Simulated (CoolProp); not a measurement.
Computed with CoolProp (reference Helmholtz-energy equation of state, Thol 2015).

Give the vapour pressure (MPa), vapour density (kg/m³), enthalpy of vaporisation (kJ/kg), liquid cp (kJ/(kg K)) of saturated octamethylcyclotetrasiloxane (D4) at 154.15, 209.95 °C.


```csv
T (°C),p (MPa),vapour density (kg/m³),enthalpy of vaporisation (kJ/kg),liquid cp (kJ/(kg K))
154.15,0.0565,4.97,139,1.94
209.95,0.224,19.2,116,2.09
```
